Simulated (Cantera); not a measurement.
A closed system holds: 1 mol CF4, 1.7 mol HCl, 1.6 mol H2, held at 22.5 Torr.

Method: chemical equilibrium by Gibbs-energy minimisation in Cantera with the NASA 1993 tables (ideal gas, pure condensed phases). Candidate condensed phases: C, C6H6, C7H8, C8H18; 118 gas species. Gases not in the tables: C2F6 and larger saturated fluorocarbons. The numbers say what is thermodynamically allowed, not how fast it happens.

Task: What share of the C ends up in condensed phases as a function of T (°C), at 627, 827, 1027, 1227, 1427, 1627, 1827, 2027, 2227, 2427, 2627?

Result: 
```csv
T (°C),C condensed (%),as
627,80.3,C(graphite)
827,82.9,C(graphite)
1027,89.4,C(graphite)
1227,96.6,C(graphite)
1427,99.8,C(graphite)
1627,100.0,C(graphite)
1827,100.0,C(graphite)
2027,100.0,C(graphite)
2227,99.8,C(graphite)
2427,98.6,C(graphite)
2627,89.8,C(graphite)
```
